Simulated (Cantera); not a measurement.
Cantera run:

```python
import numpy as np
import cantera as ct

gas_names = """
    CL CL2 H HCL H2 Si SiCL SiCL2 SiCL3 SiCL4 SiH SiHCL3 SiH2 SiH2CL2 SiH3 SiH3CL SiH4 Si2 Si3
""".split()
cond_names = """
    Si(cr) Si(L)
""".split()


# ... load() reads the species with a 1 bar reference pressure and builds the phases ...
atoms = {
    'SiCl4': {'Si': 1, 'CL': 4},
    'HCl': {'H': 1, 'CL': 1},
    'H2': {'H': 2},
}
top_T = {}  # K; cautious upper limits of use, not melting points


# ... equilibrate(T, P, feed) seeds the gas with the atoms and calls Mixture.equilibrate('TP', solver="vcs", rtol=1e-11, max_steps=5000) ...
results = []
feed = {'SiCl4': 1, 'HCl': 0.57, 'H2': 2}  # mol
T = 1175  # K
for P in [10000, 31000, 98000, 310000, 960000, 3000000]:
    mix = equilibrate(T, P, feed)
    results.append((T, P, feed, dict(zip(mix.species_names, mix.species_moles))))

top = {s: max(r[3][s] / sum(r[3][g] for g in gas_names) for r in results) for s in gas_names}
cols = sorted((s for s in top if top[s] > 0.001), key=lambda s: -top[s])[:8]
seen = [c for c in cond_names if any(r[3].get(c, 0) > 1e-12 for r in results)]
print("log10 of partial pressures in bar; condensed amounts in mol")
print(f"{'P/Pa':>10s}" + "".join(f"{s[:9]:>10s}" for s in cols + seen))
for T, P, feed, n in results:
    ng = sum(n[g] for g in gas_names)
    print(f"{P:10.4g}" + "".join(f"{np.log10(max(n[s] / ng * P / 1e5, 1e-99)):10.3f}" for s in cols)
          + "".join(f"{n.get(c, 0):10.4g}" for c in seen))
```

Result:

```
log10 of partial pressures in bar; condensed amounts in mol
      P/Pa        H2     SiCL4       HCL    SiHCL3     SiCL3     SiCL2
     1e+04    -1.274    -1.602    -1.723    -2.780    -3.074    -3.556
   3.1e+04    -0.779    -1.101    -1.244    -2.264    -2.805    -3.518
   9.8e+04    -0.277    -0.597    -0.750    -1.751    -2.543    -3.499
   3.1e+05     0.224    -0.094    -0.253    -1.245    -2.287    -3.490
   9.6e+05     0.715     0.398     0.236    -0.751    -2.038    -3.485
     3e+06     1.210     0.893     0.730    -0.254    -1.789    -3.482
```

Method: chemical equilibrium by Gibbs-energy minimisation in Cantera with the NASA 1993 tables (ideal gas, pure condensed phases). The tables' values for SiCl3 are old estimates; treat these amounts as uncertain.
